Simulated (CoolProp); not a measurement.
Computed with CoolProp (reference Helmholtz-energy equation of state, Gao 2022).

### Question
For n-perfluoropentane, give the phase and the Z, cp (kJ/(kg K)), speed of sound (m/s), expansivity (1/kK) at 51.85 °C and 10000 kPa; 147.45 °C and 10000 kPa; 204.75 °C and 10000 kPa.

### Answer
- 51.85 °C and 10000 kPa: liquid; Z 0.676, cp 1.07, speed of sound 475, expansivity 1.86
- 147.45 °C and 10000 kPa: liquid; Z 0.651, cp 1.19, speed of sound 274, expansivity 2.87
- 204.75 °C and 10000 kPa: supercritical; Z 0.693, cp 1.24, speed of sound 197, expansivity 3.73
